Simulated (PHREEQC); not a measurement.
0.025 g of hydrous ferric oxide (600 m²/g; 0.2 weak and 0.005 strong sites per Fe, Dzombak-Morel constants, diffuse double layer) in 1 kg of water with 0.005 mol/kgw of an inert sodium salt and 0.00076 mmol/kgw CaCl2, 0.00018 mmol/kgw BaCl2 and 7.1e-05 mmol/kgw CuSO4, at 25 °C; the pH is set by adding NaOH or the inert anion's acid. Oxygen alone is held at its pressure in air (log pO2 = -0.68). No CO2 enters from the air. Nothing may precipitate in this run.

Model: ion-association model, wateq4f.dat, run in PHREEQC.

Problem. Predict S sorbed (%), surface charge σ (C/m²) at pH = 3, 3.5, 4, 7, 9.5.

Solution. 
| pH | S sorbed (%) | surface charge σ (C/m²) |
|---|---|---|
| 3 | 100.0 | 0.302 |
| 3.5 | 99.9 | 0.241 |
| 4 | 99.8 | 0.182 |
| 7 | 2.6 | 0.013 |
| 9.5 | 0.0 | -0.017 |

Species that the database lacks are ignored. The database's constant for dissolved Cu(OH)2 is higher than later reviews accept. The oxide is taken as insoluble; below pH 4 it would dissolve.
